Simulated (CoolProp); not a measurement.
The fluid at 585.63 K and 0.794 MPa expands adiabatically to 0.157 MPa with isentropic efficiency 0.85. The same conditions are run with several fluids, on thermodynamics alone (safety and materials aside).

The numbers come from the reference Helmholtz-energy equation of state of each fluid (ammonia: Gao 2020; sulfur hexafluoride: Guder 2009; ethylbenzene: Zhou 2012; hydrogen chloride: Thol 2018; dimethyl carbonate: Zhou 2011) in CoolProp.

```json
[
 {"fluid": "ammonia", "work (kJ/kg)": "336", "final temperature (K)": "449.0", "final density (kg/m³)": "0.719"},
 {"fluid": "sulfur hexafluoride", "work (kJ/kg)": "43.5", "final temperature (K)": "537.0", "final density (kg/m³)": "5.14"},
 {"fluid": "ethylbenzene", "work (kJ/kg)": "57.9", "final temperature (K)": "552.9", "final density (kg/m³)": "3.71"},
 {"fluid": "hydrogen chloride", "work (kJ/kg)": "147", "final temperature (K)": "401.1", "final density (kg/m³)": "1.72"},
 {"fluid": "dimethyl carbonate", "work (kJ/kg)": "69.4", "final temperature (K)": "543.3", "final density (kg/m³)": "3.17"}
]
```
